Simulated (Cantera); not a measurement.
A Cantera script and its output.

```python
import numpy as np
import cantera as ct

gas = ct.Solution("gri30.yaml")
gas.TPX = 1098, 100000, {'H2': 0.83, 'O2': 1, 'N2': 1}
reactor = ct.IdealGasConstPressureReactor(gas, energy="off", clone=False)
net = ct.ReactorNet([reactor])
net.rtol, net.atol = 1e-08, 1e-18
show = ['H2', 'O2', 'NO2', 'O', 'OH', 'HO2', 'NO']
times = np.geomspace(0.0002, 2, 9)

steps = ct.SolutionArray(gas, extra=["t"])
rows = []
print(f"{'t/s':>10s}{'T/K':>9s}{'P/Pa':>11s}" + "".join(f"{s:>11s}" for s in show))
for t in times:
    while net.time < t:
        t_next = net.step()
        steps.append(gas.state, t=t_next)
    rows.append([np.interp(t, steps.t, y) for y in (steps.T, steps.P, *steps(*show).X.T)])
    print(f"{t:10.3e}{rows[-1][0]:9.1f}{rows[-1][1]:11.4g}" + "".join(f"{x:11.3e}" for x in rows[-1][2:]))
rate = np.gradient(steps.T, steps.t)
print("integrator steps:", len(steps.t))
if steps.T.max() > steps.T[0] + 200:
    print(f"time of steepest temperature rise: {steps.t[rate.argmax()]:.4e} s")
gas.TPX = 1098, 100000, {'H2': 0.83, 'O2': 1, 'N2': 1}
gas.equilibrate("TP")
print(f"equilibrium (TP): T = {gas.T:.1f} K  " + "  ".join(f"{s} {gas[s].X[0]:.3e}" for s in show))
```

Output:

```
       t/s      T/K       P/Pa         H2         O2        NO2          O         OH        HO2         NO
 2.000e-04   1098.0      1e+05  3.127e-02  2.538e-01  1.445e-07  1.628e-05  1.824e-05  2.596e-04  4.538e-07
 6.325e-04   1098.0      1e+05  2.820e-02  2.527e-01  2.401e-07  1.024e-05  1.231e-05  2.093e-04  3.593e-07
 2.000e-03   1098.0      1e+05  1.984e-02  2.495e-01  2.675e-07  8.949e-06  1.235e-05  1.832e-04  3.344e-07
 6.325e-03   1098.0      1e+05  8.167e-03  2.452e-01  3.602e-07  4.566e-06  8.552e-06  1.068e-04  2.453e-07
 2.000e-02   1098.0      1e+05  1.731e-03  2.429e-01  4.826e-07  9.175e-07  4.001e-06  3.470e-05  1.249e-07
 6.325e-02   1098.0      1e+05  2.875e-04  2.423e-01  5.519e-07  7.233e-08  1.316e-06  7.663e-06  5.599e-08
 2.000e-01   1098.0      1e+05  4.212e-05  2.423e-01  5.570e-07  5.192e-09  5.166e-07  1.450e-06  5.092e-08
 6.325e-01   1098.0      1e+05  1.693e-06  2.422e-01  4.230e-07  3.054e-10  3.971e-07  1.003e-07  1.850e-07
 2.000e+00   1098.0      1e+05  9.853e-10  2.422e-01  2.542e-08  9.335e-10  1.129e-06  8.754e-09  5.826e-07
integrator steps: 1933
equilibrium (TP): T = 1098.0 K  H2 8.816e-10  O2 2.422e-01  NO2 2.022e-06  O 1.175e-09  OH 1.269e-06  HO2 8.012e-09  NO 6.534e-05
```

Cantera simulation using GRI-Mech 3.0 (53 species, 325 reactions); the numbers are that mechanism's predictions, not measurements. The temperature is held fixed by assumption; the heat of reaction is taken as removed at once.
